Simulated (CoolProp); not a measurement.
Vapour-liquid equilibrium of n-butane (1) + R113 (2) at 349.8 K; x and y are mole fractions of (1).

Model: multi-fluid Helmholtz-energy mixture model, Bücker 2006 and Marx 1992; pair parameters Bell 2016, in CoolProp.

```json
[
 {"x": "0.05", "bubble pressure (MPa)": "0.2828", "y at the bubble point": "0.174", "dew pressure at overall composition x (MPa)": "0.2526", "liquid density (mol/L)": "7.698"},
 {"x": "0.125", "bubble pressure (MPa)": "0.3419", "y at the bubble point": "0.356", "dew pressure at overall composition x (MPa)": "0.2700", "liquid density (mol/L)": "7.770"},
 {"x": "0.2", "bubble pressure (MPa)": "0.3990", "y at the bubble point": "0.483", "dew pressure at overall composition x (MPa)": "0.2899", "liquid density (mol/L)": "7.842"},
 {"x": "0.275", "bubble pressure (MPa)": "0.4540", "y at the bubble point": "0.578", "dew pressure at overall composition x (MPa)": "0.3128", "liquid density (mol/L)": "7.915"},
 {"x": "0.35", "bubble pressure (MPa)": "0.5072", "y at the bubble point": "0.651", "dew pressure at overall composition x (MPa)": "0.3394", "liquid density (mol/L)": "7.988"},
 {"x": "0.425", "bubble pressure (MPa)": "0.5587", "y at the bubble point": "0.711", "dew pressure at overall composition x (MPa)": "0.3707", "liquid density (mol/L)": "8.063"},
 {"x": "0.5", "bubble pressure (MPa)": "0.6090", "y at the bubble point": "0.762", "dew pressure at overall composition x (MPa)": "0.4078", "liquid density (mol/L)": "8.139"},
 {"x": "0.575", "bubble pressure (MPa)": "0.6584", "y at the bubble point": "0.806", "dew pressure at overall composition x (MPa)": "0.4522", "liquid density (mol/L)": "8.216"},
 {"x": "0.65", "bubble pressure (MPa)": "0.7072", "y at the bubble point": "0.845", "dew pressure at overall composition x (MPa)": "0.5061", "liquid density (mol/L)": "8.295"},
 {"x": "0.725", "bubble pressure (MPa)": "0.7559", "y at the bubble point": "0.881", "dew pressure at overall composition x (MPa)": "0.5718", "liquid density (mol/L)": "8.376"},
 {"x": "0.8", "bubble pressure (MPa)": "0.8048", "y at the bubble point": "0.914", "dew pressure at overall composition x (MPa)": "0.6519", "liquid density (mol/L)": "8.459"},
 {"x": "0.875", "bubble pressure (MPa)": "0.8545", "y at the bubble point": "0.947", "dew pressure at overall composition x (MPa)": "0.7479", "liquid density (mol/L)": "8.546"},
 {"x": "0.95", "bubble pressure (MPa)": "0.9053", "y at the bubble point": "0.979", "dew pressure at overall composition x (MPa)": "0.8592", "liquid density (mol/L)": "8.635"}
]
```

No azeotrope shows between x = 0.05 and 0.95.

Pair parameters are fitted to limited data, so mixtures are less certain than the pure fluids.
